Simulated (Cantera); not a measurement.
Feed: 1 mol SiH₄, 0.84 mol NH₃, 75 mol H₂, held at 948 K and 0.0133 bar.

Method: chemical equilibrium by Gibbs-energy minimisation in Cantera with the NASA 1993 tables (ideal gas, pure condensed phases). Candidate condensed phases: Si, Si₃N₄; 18 gas species. The numbers say what is thermodynamically allowed, not how fast it happens.

### Question
What is the equilibrium state?

### Answer
```
Quantity         Value
-----------  ---------
x(H₂)             1.00
n(Si(s))     0.370 mol
n(Si₃N₄(s))  0.210 mol
gas amount   78.26 mol
```
